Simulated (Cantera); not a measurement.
A closed system holds: 1 mol CCl₄, 0.19 mol HCl, 7.6 mol H₂, held at 0.00280 bar.

Equilibrium computed with Cantera from the NASA thermochemical tables; the gas is ideal and each condensed phase is pure. Candidate condensed phases: C, C₆H₆, C₇H₈, C₈H₁₈; 91 gas species. Rates play no part.

Over these rows the condensed part is C(graphite). Partial pressures as log10 of bar:

```
T (K)  1000/T (1/K)  log p C₂H₂ (acetylene)  log p H₂  log p HCl
-----  ------------  ----------------------  --------  ---------
1323         0.7559                   -8.88     -2.80      -2.92
1398         0.7153                       ?     -2.80      -2.92
1473         0.6789                   -7.98     -2.80      -2.92
1548         0.6460                   -7.60     -2.80      -2.92
1623         0.6161                   -7.25     -2.80      -2.92
1698         0.5889                   -6.94     -2.80      -2.92
```

Question: Fit log p(C₂H₂ (acetylene)) = a + b·(1000/T) to the five rows, give the apparent enthalpy, and predict the row at 1398 K.

Answer: Means: 1000/T = 0.6572, log p = -7.730. Sxy = -0.194071, Sxx = 0.0166921, so b = -11.63 and a = -7.730 − (-11.63)×0.6572 = -0.09.
Apparent enthalpy: −19.145 × (-11.63) = 223 kJ/mol. With the condensed phases at unit activity, 2 C(graphite) + H₂(g) = C₂H₂ (acetylene)(g) links this pressure to the main gases: over the six rows their terms move log p by +0.00 in all, so the slope is close to that reaction's ΔH°. The five rows lie within 0.01 of the line.
Prediction at 1398 K: -0.09 + (-11.63)×0.7153 = -8.41. The computed value is -8.41, 0.00 from the line.
